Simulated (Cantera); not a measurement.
Charge: 1 mol Si, 2.8 mol SF6, 0.54 mol H2, 3.1 mol NF3, equilibrated at 1077 °C and 13.3 mbar.

Equilibrium computed with Cantera from the NASA thermochemical tables; the gas is ideal and each condensed phase is pure. Candidate condensed phases: S, Si, Si3N4; 52 gas species. The tables' values for SF5 are old estimates; treat these amounts as uncertain. Rates play no part.

Base state: F 0.398, SF6 0.258, N2 0.145, HF 0.101, SiF4 0.0934, SF4 0.00327, F2 0.00126, SF5 6.16e-5 (mole fractions); condensed: gas only.

**Question.** What changes in the equilibrium state with this change: temperature from 1077 °C to 1275 °C?

**Answer.** 
```tsv
species	before	after
F	0.398	0.587
SF4	0.00327	0.153
N2	0.145	0.0994
SF6	0.258	0.0228
SiF4	0.0934	0.0641
HF	0.101	0.0692
SF2	2.33e-8	0.000603
SF3	2.18e-6	0.00329
```
The tables' values for SF3, SF5 are old estimates; treat these amounts as uncertain.

**Question.** What changes in the equilibrium state with this change: pressure from 13.3 mbar to 0.500 bar?

**Answer.** 
```csv
species,before,after
F,0.398,0.341
SF6,0.258,0.272
N2,0.145,0.151
F2,0.00126,0.0345
HF,0.101,0.105
SiF4,0.0934,0.0971
SF4,0.00327,3.35e-6
SF5,6.16e-5,2.02e-6
```

**Question.** What changes in the equilibrium state with this change: pressure from 13.3 mbar to 6.00 mbar?

**Answer.** 
```json
[
 {"species": "F", "before": "0.398", "after": "0.412"},
 {"species": "SF6", "before": "0.258", "after": "0.241"},
 {"species": "N2", "before": "0.145", "after": "0.142"},
 {"species": "SF4", "before": "0.00327", "after": "0.0141"},
 {"species": "SiF4", "before": "0.0934", "after": "0.0913"},
 {"species": "HF", "before": "0.101", "after": "0.0986"},
 {"species": "SF3", "before": "2.18e-6", "after": "2.01e-5"},
 {"species": "F2", "before": "0.00126", "after": "0.000606"},
 {"species": "SF5", "before": "6.16e-5", "after": "0.000124"}
]
```
The tables' values for SF5, SF3 are old estimates; treat these amounts as uncertain.
